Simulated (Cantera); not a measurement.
A closed system holds: 1 mol SiF4, 5.8 mol O2, at 1.33 mbar.

Equilibrium computed with Cantera from the NASA thermochemical tables; the gas is ideal and each condensed phase is pure. Candidate condensed phases: Si, SiO2; 17 gas species. The tables' values for SiF3, SiO2 are old estimates; treat these amounts as uncertain. The tables hold silica as quartz up to 1696 K and as liquid above; real silica turns to tridymite and cristobalite and melts near 1996 K. Equilibrium is a limit: real reactors are often held back by kinetics, nucleation or transport.

x: gas mole fraction; n: condensed amount in mol.

| T (K) | x O2 | x SiF4 | x O | x F | x SiF3 | n SiO2(condensed) |
|---|---|---|---|---|---|---|
| 798 | 0.853 | 0.147 | [?] | 1.13e-12 | <1e-12 | 0 |
| 898 | 0.853 | 0.147 | [?] | 1.41e-10 | <1e-12 | 0 |
| 998 | 0.853 | 0.147 | [?] | 3.14e-10 | 1.14e-12 | 0 |
| 1098 | 0.853 | 0.147 | [?] | 5.46e-9 | 5.32e-11 | 0 |
| 1198 | 0.853 | 0.147 | [?] | 5.92e-8 | 1.30e-9 | 0 |
| 1298 | 0.853 | 0.147 | [?] | 4.46e-7 | 1.93e-8 | 0 |
| 1398 | 0.853 | 0.147 | [?] | 2.52e-6 | 1.94e-7 | 0 |
| 1498 | 0.853 | 0.147 | [?] | 1.13e-5 | 1.42e-6 | 0 |
| 1598 | 0.853 | 0.147 | [?] | 4.24e-5 | 8.13e-6 | 0 |
| 1698 | 0.852 | 0.147 | [?] | 0.000136 | 3.76e-5 | 0.000163 |
| 1798 | 0.850 | 0.147 | [?] | 0.000385 | 0.000145 | 0.000365 |
| 1898 | 0.845 | 0.146 | [?] | 0.000980 | 0.000484 | 0.000380 |

Question: Fill in the missing entries.

Answer: 
- 798, x O: 1.84e-12
- 898, x O: 1.26e-10
- 998, x O: 3.74e-9
- 1098, x O: 6.00e-8
- 1198, x O: 6.08e-7
- 1298, x O: 4.32e-6
- 1398, x O: 2.32e-5
- 1498, x O: 9.98e-5
- 1598, x O: 0.000358
- 1698, x O: 0.00111
- 1798, x O: 0.00301
- 1898, x O: 0.00739
